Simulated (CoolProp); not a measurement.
Vapour pressure (MPa) of methanol: the reference equation beside estimates from Tc = 513.4 K, pc = 8.216 MPa, ω = 0.565.

Values from CoolProp's reference Helmholtz-energy equation of state, de Reuck 1993.

```json
[
 {"T (K)": "402.6", "reference": "0.8296", "Soave-Redlich-Kwong": "0.8537", "Peng-Robinson": "0.8508"},
 {"T (K)": "411.3", "reference": "1.040", "Soave-Redlich-Kwong": "?", "Peng-Robinson": "1.067"},
 {"T (K)": "420.1", "reference": "1.295", "Soave-Redlich-Kwong": "1.337", "Peng-Robinson": "?"},
 {"T (K)": "428.9", "reference": "1.596", "Soave-Redlich-Kwong": "?", "Peng-Robinson": "1.633"},
 {"T (K)": "437.7", "reference": "1.949", "Soave-Redlich-Kwong": "2.012", "Peng-Robinson": "?"},
 {"T (K)": "446.5", "reference": "2.362", "Soave-Redlich-Kwong": "?", "Peng-Robinson": "2.409"},
 {"T (K)": "455.3", "reference": "2.839", "Soave-Redlich-Kwong": "?", "Peng-Robinson": "2.891"},
 {"T (K)": "464.1", "reference": "3.385", "Soave-Redlich-Kwong": "3.478", "Peng-Robinson": "3.443"},
 {"T (K)": "472.9", "reference": "?", "Soave-Redlich-Kwong": "4.113", "Peng-Robinson": "4.074"}
]
```

Question: Fill in the missing entries.

Answer: 
- 411.3, Soave-Redlich-Kwong: 1.073
- 420.1, Peng-Robinson: 1.327
- 428.9, Soave-Redlich-Kwong: 1.648
- 437.7, Peng-Robinson: 1.992
- 446.5, Soave-Redlich-Kwong: 2.434
- 455.3, Soave-Redlich-Kwong: 2.921
- 472.9, reference: 4.008

Absolute difference from the reference over all 9 rows, mean and median: Soave-Redlich-Kwong 3.0 and 3.0 %, Peng-Robinson 2.1 and 2.2 %.
